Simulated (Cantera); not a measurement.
Charge: 1 mol CH₃SiH₃, 0.67 mol C₃H₈, 5.6 mol H₂, equilibrated at 2275 K.

Equilibrium computed with Cantera from the NASA thermochemical tables; the gas is ideal and each condensed phase is pure. Candidate condensed phases: C, C₆H₆, C₇H₈, C₈H₁₈, Si, SiC; 87 gas species. The feed counts by its element totals alone. Gases not in the tables: Si₂H₆ and higher silanes. The numbers say what is thermodynamically allowed, not how fast it happens.

Problem. Which condensed phases are stable at each of these points (P (Pa)): 100, 240, 560, 1300, 3200, 7500, 18000, 42000, 100000?

Solution. 
```json
[
 {"P (Pa)": "100", "condensed phases": "C(graphite)", "Si condensed (%)": "0.0"},
 {"P (Pa)": "240", "condensed phases": "C(graphite) + SiC(s)", "Si condensed (%)": "30.2"},
 {"P (Pa)": "560", "condensed phases": "C(graphite) + SiC(s)", "Si condensed (%)": "71.5"},
 {"P (Pa)": "1300", "condensed phases": "C(graphite) + SiC(s)", "Si condensed (%)": "87.9"},
 {"P (Pa)": "3200", "condensed phases": "C(graphite) + SiC(s)", "Si condensed (%)": "95.1"},
 {"P (Pa)": "7500", "condensed phases": "C(graphite) + SiC(s)", "Si condensed (%)": "97.8"},
 {"P (Pa)": "18000", "condensed phases": "C(graphite) + SiC(s)", "Si condensed (%)": "99.0"},
 {"P (Pa)": "42000", "condensed phases": "C(graphite) + SiC(s)", "Si condensed (%)": "99.5"},
 {"P (Pa)": "100000", "condensed phases": "C(graphite) + SiC(s)", "Si condensed (%)": "99.7"}
]
```

At 1.00 mbar the condensed part is C(graphite). From 2.40 mbar to 1.00 bar the condensed part is C(graphite) + SiC(s).
